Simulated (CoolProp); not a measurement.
Vapour-liquid equilibrium of CH2F2 (R32) (1) + R123 (2) at 26.6 kPa; x and y are mole fractions of (1).

Model: multi-fluid Helmholtz-energy mixture model, Tillner-Roth 1997 and Younglove 1994; pair parameters Bell 2016, in CoolProp.

| x | bubble temperature, mixture model (°C) | bubble temperature, Raoult's law (°C) | y, mixture model | y, Raoult's law |
|---|---|---|---|---|
| 0.05 | -31.6 | -23.9 | 0.777 | 0.656 |
| 0.15 | -52.7 | -42.3 | 0.952 | 0.902 |
| 0.25 | -61.0 | -51.6 | 0.978 | 0.956 |
| 0.35 | -65.4 | -57.6 | 0.986 | 0.976 |
| 0.45 | -67.9 | -61.9 | 0.990 | 0.986 |
| 0.55 | -69.5 | -65.3 | 0.992 | 0.991 |
| 0.65 | -70.7 | -68.0 | 0.993 | 0.995 |
| 0.75 | -71.7 | -70.3 | 0.995 | 0.997 |
| 0.85 | -72.8 | -72.3 | 0.996 | 0.998 |
| 0.95 | -74.0 | -74.0 | 0.999 | 1.000 |

The largest gap from Raoult's law is -10.4 K in bubble temperature, at x = 0.15. No azeotrope shows between x = 0.05 and 0.95.

The pair parameters rest on a limited set of measurements; away from them the model extrapolates. With so large a gap from Raoult's law the liquid may split in two, which this calculation doesn't test in full.
